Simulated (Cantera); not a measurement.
Feed: 1 mol Mg(OH)2, 0.6 mol H2, 0.047 mol H2O, equilibrated at 1875 K and 0.00160 bar.

Equilibrium computed with Cantera from the NASA thermochemical tables; the gas is ideal and each condensed phase is pure. Candidate condensed phases: H2O, Mg, MgO, Mg(OH)2; 15 gas species. The numbers say what is thermodynamically allowed, not how fast it happens.

Base state: H2O 0.631, H2 0.357, H 0.00979, OH 0.00135, Mg 0.000796, O 2.80e-5, MgOH 2.75e-5, O2 2.17e-5 (mole fractions); condensed: MgO(s).

### Question
What changes in the equilibrium state with this change: temperature from 1875 K to 1425 K?

### Answer
```json
[
 {"species": "H2O", "before": "0.631", "after": "0.636"},
 {"species": "H2", "before": "0.357", "after": "0.364"},
 {"species": "H", "before": "0.00979", "after": "0.000103"},
 {"species": "Mg", "before": "0.000796", "after": "4.65e-8"},
 {"species": "O", "before": "2.80e-5", "after": "<1e-9"},
 {"species": "O2", "before": "2.17e-5", "after": "<1e-9"},
 {"species": "MgO(s), mol", "before": "0.999", "after": "1.00"}
]
```
